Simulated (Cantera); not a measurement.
A Cantera script and what it prints.

```python
import numpy as np
import cantera as ct

gas_names = [...]  # 113 gases of nasa_gas.yaml made of C, H, O, Ti
cond_names = """
    C(gr) C6H6(L) C7H8(L) C8H18(L),n-octa H2O(s) H2O(L) Ti(a) Ti(b) Ti(L) TiC(s) TiC(L) TiO(a) TiO(b)
    TiO(L) TiO2(ru) TiO2(L) Ti2O3(a) Ti2O3(b) Ti2O3(L) Ti3O5(a) Ti3O5(b) Ti3O5(L) Ti4O7(s) Ti4O7(L)
""".split()


# ... load() reads the species with a 1 bar reference pressure and builds the phases ...
atoms = {
    'Ti(OiPr)4': {'Ti': 1, 'C': 12, 'H': 28, 'O': 4},
    'O2': {'O': 2},
    'H2': {'H': 2},
}
top_T = {'C(gr)': 4500}  # K; cautious upper limits of use, not melting points


# ... equilibrate(T, P, feed) seeds the gas with the atoms and calls Mixture.equilibrate('TP', solver="vcs", rtol=1e-11, max_steps=5000) ...
results = []
feed = {'Ti(OiPr)4': 1, 'O2': 4.9, 'H2': 440}  # mol
T = 1148.15  # K
for P in [10, 32, 100, 320, 1000, 3200, 10000, 32000, 100000]:
    mix = equilibrate(T, P, feed)
    results.append((T, P, feed, dict(zip(mix.species_names, mix.species_moles))))
    x = sorted(zip(gas.X, gas.species_names), reverse=True)
    print(f"T = {T:g} K  P = {P:g} Pa  gas = {mix.phase_moles(0):.4g} mol")
    print("   x: " + "  ".join(f"{s} {v:.3e}" for v, s in x if v > 0.0001))
    print("   condensed (mol): " + ("  ".join(f"{mix.phase(i).name} {mix.phase_moles(i):.4g}"
          for i in range(1, mix.n_phases) if mix.phase_moles(i) > 1e-12) or "none"))
```

Output:

```
T = 1148.15 K  P = 10 Pa  gas = 466 mol
   x: H2 9.741e-01  CO 2.575e-02  H2O 1.050e-04
   condensed (mol): Ti4O7(s) 0.25
T = 1148.15 K  P = 32 Pa  gas = 466 mol
   x: H2 9.741e-01  CO 2.575e-02  H2O 1.050e-04
   condensed (mol): Ti4O7(s) 0.25
T = 1148.15 K  P = 100 Pa  gas = 466 mol
   x: H2 9.741e-01  CO 2.575e-02  H2O 1.052e-04
   condensed (mol): Ti4O7(s) 0.25
T = 1148.15 K  P = 320 Pa  gas = 466 mol
   x: H2 9.741e-01  CO 2.575e-02  H2O 1.075e-04
   condensed (mol): Ti4O7(s) 0.25
T = 1148.15 K  P = 1000 Pa  gas = 466 mol
   x: H2 9.741e-01  CO 2.573e-02  H2O 1.260e-04
   condensed (mol): Ti4O7(s) 0.25
T = 1148.15 K  P = 3200 Pa  gas = 465.9 mol
   x: H2 9.740e-01  CO 2.563e-02  H2O 2.251e-04  CH4 1.228e-04
   condensed (mol): Ti4O7(s) 0.25
T = 1148.15 K  P = 10000 Pa  gas = 465.6 mol
   x: H2 9.737e-01  CO 2.529e-02  H2O 5.654e-04  CH4 4.708e-04
   condensed (mol): TiO2(ru) 0.0008544  Ti4O7(s) 0.2498
T = 1148.15 K  P = 32000 Pa  gas = 464.3 mol
   x: H2 9.728e-01  CO 2.397e-02  CH4 1.851e-03  H2O 1.391e-03
   condensed (mol): TiO2(ru) 1
T = 1148.15 K  P = 100000 Pa  gas = 461.4 mol
   x: H2 9.696e-01  CO 2.099e-02  CH4 4.935e-03  H2O 4.420e-03
   condensed (mol): TiO2(ru) 1
```

These are equilibrium values from Cantera (NASA tables, ideal gas, pure condensed phases), not measurements of a reactor. The feed counts by its element totals alone. Mutual solubility and eutectic melting of coexisting phases are not modelled. Condensed phases not in the tables: Magnéli phases beyond Ti4O7.
